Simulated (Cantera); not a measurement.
An isothermal plug-flow reactor at 625 K and 0.158 atm (inlet), inlet velocity 0.45 m/s, active area per volume 730 1/m; feed H₂ : O₂ : N₂ = 0.0097 : 0.039 : 0.79 (molar parts).

Computed with Cantera and Deutschmann's 1995 Pt surface mechanism with GRI-Mech 3.0 gas chemistry. Catalytic surfaces can have several steady states; this one follows from the mechanism file's or the stated starting coverage. Mass transfer to the wall is taken as infinitely fast.

One state of this run: x H₂ = 0.000616; x O₂ = 0.0413; x H₂O = 0.0110; θ free Pt = 0.0261; θ O* = 0.972; θ OH* = 0.00234. x: gas mole fraction; θ: surface coverage.

Question: Which value of z (m) does it belong to?
(A) 0.00036
(B) 0.0036
(C) 0.0017
(D) 0.00077

Answer: D, 0.00077
